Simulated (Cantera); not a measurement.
Premixed flame

A freely propagating, adiabatic, planar premixed flame of CH₄ : O₂ : N₂ = 1 : 1.43 : 5.37 (molar parts), equivalence ratio 1.4, unburnt at 550 K and 760 Torr; mixture-averaged transport, grid criteria slope 0.08 and curve 0.16, no radiation.

Detailed kinetics in Cantera: GRI-Mech 3.0 (53 species, 325 reactions). Burning velocities carry a grid error of a few per cent, more on coarse grids.

```tsv
z (mm)	T (K)	u (m/s)	x CH₄	x O₂	x H	x CH₂O	x CO₂	x NO₂
-1.59	550	0.592	0.128	0.183	<1e-8	1.68e-7	3.78e-7	<1e-8
-1.06	555	0.601	0.127	0.181	<1e-8	3.09e-6	7.39e-6	<1e-8
-0.793	574	0.625	0.124	0.179	<1e-8	1.95e-5	5.03e-5	5.07e-8
-0.529	685	0.756	0.114	0.170	4.09e-7	0.000182	0.000566	2.95e-7
-0.264	1139	1.29	0.0769	0.126	4.80e-5	0.000934	0.00506	2.49e-7
-0.132	1523	1.75	0.0426	0.0819	0.000425	0.00103	0.0116	7.02e-8
0	1865	2.16	0.0125	0.0355	0.00219	0.000497	0.0210	<1e-8
0.132	2030	2.36	0.00202	0.0107	0.00452	0.000141	0.0297	<1e-8
0.264	2081	2.42	0.000321	0.00294	0.00559	3.22e-5	0.0357	<1e-8
0.529	2103	2.44	1.54e-5	0.000368	0.00568	1.94e-6	0.0412	<1e-8
1.06	2114	2.45	2.97e-7	0.000131	0.00495	3.96e-8	0.0433	<1e-8
2.11	2126	2.46	<1e-8	8.03e-5	0.00390	<1e-8	0.0434	<1e-8
4.23	2139	2.47	<1e-8	4.05e-5	0.00275	<1e-8	0.0432	<1e-8
```
x: mole fraction of selected species; z is measured from the peak of heat release.

- laminar burning velocity: 59.0 cm/s
- thermal thickness: 0.529 mm
- peak x(H): 0.00578
- peak x(CH₂O): 0.00109
- grid points: 141
